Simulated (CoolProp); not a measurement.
Vapour-liquid equilibrium of CH2F2 (R32) (1) + R152A (2) at -40.55 °C; x and y are mole fractions of (1).

Computed with CoolProp (multi-fluid Helmholtz-energy mixture model, Tillner-Roth 1997 and Outcalt 1996; pair parameters Bell 2016).

```csv
x,bubble pressure (kPa),y at the bubble point,dew pressure at overall composition x (kPa),liquid density (mol/L)
0.05,52.66,0.169,47.71,16.07
0.125,___,0.352,___,16.47
0.2,72.45,0.484,54.13,16.88
0.275,82.12,0.584,58.03,17.31
0.35,91.66,0.663,62.51,17.76
0.425,101.1,0.727,67.73,18.23
0.5,110.5,0.780,73.86,18.72
0.575,119.8,0.826,81.16,___
0.65,129.1,0.865,89.97,19.78
0.725,138.4,0.900,100.8,20.35
0.8,147.8,0.931,114.3,20.95
0.875,157.2,0.959,131.6,21.58
0.95,___,0.984,154.1,22.25
```

Q: What belongs in the gaps?

A: 
- 0.125, bubble pressure (kPa): 62.64
- 0.125, dew pressure at overall composition x (kPa): 50.72
- 0.575, liquid density (mol/L): 19.23
- 0.95, bubble pressure (kPa): 166.7

No azeotrope shows between x = 0.05 and 0.95.

Pair parameters are fitted to limited data, so mixtures are less certain than the pure fluids.
